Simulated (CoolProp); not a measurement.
A single-stage vapour-compression cycle with CH2F2 (R32): evaporating at 233.15 K (dew point), condensing at 257.15 K (bubble point), superheat 5 K, subcooling 5 K, compressor efficiency 0.8, no pressure losses. Each further row changes one setting.

Computed with CoolProp (reference Helmholtz-energy equation of state, Tillner-Roth 1997).

```
case                              cooling COP  pressure ratio  discharge temperature (K)  refrigerating effect (kJ/kg)  volumetric capacity (kJ/m³)
--------------------------------  -----------  --------------  -------------------------  ----------------------------  ---------------------------
as stated                                 [?]            2.65                      301.6                           342                         1690
evaporating temperature 238.15 K         9.31             [?]                      292.0                           [?]                          [?]
condensing temperature 252.15 K           [?]            2.20                      288.8                           351                         1730
subcooling 10 K                          7.24            2.65                      301.6                           351                         1730
superheat 15 K                           6.90            2.65                      313.7                           351                          [?]
compressor efficiency 0.7                6.19            2.65                        [?]                           342                         1690
```

**Question.** Fill in the missing entries.

**Answer.** 
- as stated, cooling COP: 7.07
- evaporating temperature 238.15 K, pressure ratio: 2.13
- evaporating temperature 238.15 K, refrigerating effect (kJ/kg): 345
- evaporating temperature 238.15 K, volumetric capacity (kJ/m³): 2090
- condensing temperature 252.15 K, cooling COP: 9.12
- superheat 15 K, volumetric capacity (kJ/m³): 1650
- compressor efficiency 0.7, discharge temperature (K): 309.0
